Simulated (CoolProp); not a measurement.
Computed with CoolProp (reference Helmholtz-energy equation of state, Aleksandrov 2011). It is a short technical equation, of lower accuracy than the large ones.

For n-undecane, give the phase and the Z, Joule-Thomson coefficient (K/MPa), isothermal compressibility (1/MPa) at 224.65 °C and 10 MPa.


- 224.65 °C and 10 MPa: liquid; Z 0.631, Joule-Thomson coefficient -0.202, isothermal compressibility 0.00371
